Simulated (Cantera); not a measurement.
An adiabatic, constant-volume homogeneous reactor starts with CH4 : CO : O2 : N2 = 1 : 0.076 : 2.04 : 7.66 (molar parts), equivalence ratio 1.00, at 1575 K and 6750 Torr. Integrator tolerance rtol = 1e-08.

Cantera simulation using GRI-Mech 3.0 (53 species, 325 reactions); the numbers are that mechanism's predictions, not measurements. Above 3000 K some thermodynamic fits are extrapolated.

Task: What does this change do: pressure from 6750 Torr to 12000 Torr?

Result: 
```
quantity                                                              before                                      after
---------------------------------  -----------------------------------------  -----------------------------------------
time of steepest temperature rise                                    97.9 µs                                    60.3 µs
temperature at 0.300 s                                                3118 K                                     3168 K
equilibrium temperature                                               3118 K                                     3168 K
x(CH4) at 0.300 s                      <1e-12 (gas-phase equilibrium <1e-12)      <1e-12 (gas-phase equilibrium <1e-12)
x(CO) at 0.300 s                       0.0449 (gas-phase equilibrium 0.0449)      0.0430 (gas-phase equilibrium 0.0430)
x(O2) at 0.300 s                       0.0176 (gas-phase equilibrium 0.0176)      0.0162 (gas-phase equilibrium 0.0162)
x(NO2) at 0.300 s                    9.78e-6 (gas-phase equilibrium 9.78e-6)    1.24e-5 (gas-phase equilibrium 1.24e-5)
x(HO2) at 0.300 s                    2.04e-5 (gas-phase equilibrium 2.04e-5)    2.44e-5 (gas-phase equilibrium 2.44e-5)
x(H2O2) at 0.300 s                   1.73e-6 (gas-phase equilibrium 1.73e-6)    2.43e-6 (gas-phase equilibrium 2.43e-6)
x(CH2) at 0.300 s                  1.09e-12 (gas-phase equilibrium 1.18e-12)  1.83e-12 (gas-phase equilibrium 1.98e-12)
```
The pressure lies above the range GRI-Mech 3.0 was tuned for (to about 10 atm).

Task: What does this change do: initial temperature 1575 to 950 K?

Result: 
| quantity | before | after |
|---|---|---|
| time of steepest temperature rise | 97.9 µs | not reached |
| temperature at 0.300 s | 3118 K | 986 K |
| equilibrium temperature | 3118 K | 2898 K |
| x(CH4) at 0.300 s | <1e-12 (gas-phase equilibrium <1e-12) | 0.0896 (gas-phase equilibrium <1e-12) |
| x(CO) at 0.300 s | 0.0449 (gas-phase equilibrium 0.0449) | 0.00787 (gas-phase equilibrium 0.0281) |
| x(O2) at 0.300 s | 0.0176 (gas-phase equilibrium 0.0176) | 0.186 (gas-phase equilibrium 0.0112) |
| x(NO2) at 0.300 s | 9.78e-6 (gas-phase equilibrium 9.78e-6) | <1e-12 (gas-phase equilibrium 6.95e-6) |
| x(HO2) at 0.300 s | 2.04e-5 (gas-phase equilibrium 2.04e-5) | 1.36e-5 (gas-phase equilibrium 1.15e-5) |
| x(H2O2) at 0.300 s | 1.73e-6 (gas-phase equilibrium 1.73e-6) | 8.64e-5 (gas-phase equilibrium 1.37e-6) |
| x(CH2) at 0.300 s | 1.09e-12 (gas-phase equilibrium 1.18e-12) | 1.13e-12 (gas-phase equilibrium <1e-12) |
Below about 1000 K GRI-Mech 3.0 lacks low-temperature oxidation paths.
